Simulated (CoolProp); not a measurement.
The numbers come from the reference Helmholtz-energy equation of state, Lemmon 2006 in CoolProp. It is a short technical equation, of lower accuracy than the large ones.

**Question.** Give the vapour pressure (MPa), liquid density (kg/m³), vapour density (kg/m³), enthalpy of vaporisation (kJ/kg) of saturated CH3F (R41) at 223.5 K.

**Answer.** 
```csv
T (K),p (MPa),liquid density (kg/m³),vapour density (kg/m³),enthalpy of vaporisation (kJ/kg)
223.5,0.394,818,8.02,444
```
